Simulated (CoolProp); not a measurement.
Model: reference Helmholtz-energy equation of state, Schroeder 2014, in CoolProp.

Task: For ethanol, give the phase and the density (kg/m³), speed of sound (m/s), expansivity (1/kK), viscosity (µPa s) at 546.7 K and 1740 kPa.

Result: 
- 546.7 K and 1740 kPa: gas; density 18.9, speed of sound 312, expansivity 2.49, viscosity 16.3

Viscosity comes from a separate model (Kiselev 2005).
